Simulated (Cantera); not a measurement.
Input: 1 mol CH3SiCl3, 0.86 mol HCl, 61 mol H2, at 2125 K and 9.30 mbar.

Equilibrium computed with Cantera from the NASA thermochemical tables; the gas is ideal and each condensed phase is pure. Candidate condensed phases: C, C6H6, C7H8, C8H18, Si, SiC; 109 gas species. The feed counts by its element totals alone. The tables' values for SiCl are old estimates; treat these amounts as uncertain. Gases not in the tables: Si2H6 and higher silanes. Rates play no part.

Base state: H2 0.903, HCl 0.0552, H 0.0358, Si 0.00171, Cl 0.00161, C2H2 (acetylene) 0.00129, SiCl2 0.000645, SiCl 0.000162 (mole fractions); condensed: SiC(s).

Task: What changes in the equilibrium state with this change: temperature from 2125 K to 900 K?

Result: 
```tsv
species	before	after
H2	0.903	0.945
HCl	0.0552	0.0505
CH4	2.18e-6	0.00236
H	0.0358	1.18e-9
SiCl4	<1e-9	0.00223
Si	0.00171	<1e-9
Cl	0.00161	<1e-9
C2H2 (acetylene)	0.00129	<1e-9
SiCl	0.000162	<1e-9
SiC(s), mol	0.809	0.848
```
